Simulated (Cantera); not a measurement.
A closed system holds: 1 mol Si3N4, 0.76 mol Cl2, 23 mol N2, at 0.320 bar.

Method: chemical equilibrium by Gibbs-energy minimisation in Cantera with the NASA 1993 tables (ideal gas, pure condensed phases). Candidate condensed phases: Si, Si3N4; 13 gas species. The tables' values for SiCl3 are old estimates; treat these amounts as uncertain. Equilibrium is a limit: real reactors are often held back by kinetics, nucleation or transport. All values below are at 1400 °C.

Base state: N2 0.973, SiCl2 0.0190, SiCl3 0.00488, SiCl4 0.00262, Cl 7.75e-5 (mole fractions); condensed: Si3N4(s).

Q: What changes in the equilibrium state with this change: pressure from 0.320 bar to 1.00 bar?

A: 
```tsv
species	before	after
N2	0.973	0.977
SiCl2	0.0190	0.0111
SiCl4	0.00262	0.00604
Cl	7.75e-5	4.92e-5
SiCl3	0.00488	0.00568
Si3N4(s), mol	0.788	0.818
```
